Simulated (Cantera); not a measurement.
Pyrogenic steam for wet oxidation

A perfectly stirred reactor is fed with 19.8 % H₂, 40.5 % O₂, 39.7 % N₂, equivalence ratio 0.24, at 0.750 bar; it is held at 1100 K, and followed from long to short residence time.

Cantera simulation using the H2/O2 subset of GRI-Mech 3.0, which has no nitrogen chemistry; the numbers are that mechanism's predictions, not measurements. The temperature is held fixed by assumption; the heat of reaction is taken as removed at once.

```csv
τ (s),x H₂,x O₂,x O,x H₂O,x H₂O₂,x HO₂
17,0.000193,0.339,3.95e-7,0.220,5.64e-7,6.74e-6
3.9,0.000489,0.339,1.44e-6,0.220,2.54e-6,1.52e-5
0.90,0.00125,0.340,4.63e-6,0.219,1.00e-5,3.25e-5
0.21,0.00305,0.340,1.29e-5,0.217,3.10e-5,6.43e-5
0.048,0.00651,0.341,3.44e-5,0.213,6.15e-5,0.000112
0.011,0.0111,0.343,9.78e-5,0.208,6.26e-5,0.000162
0.0026,0.0176,0.345,0.000273,0.200,4.38e-5,0.000210
0.00060,0.0293,0.348,0.000715,0.187,2.93e-5,0.000255
0.00014,0.0500,0.354,0.00170,0.162,2.24e-5,0.000283
```
x: mole fraction; the columns are a selection and need not sum to one.
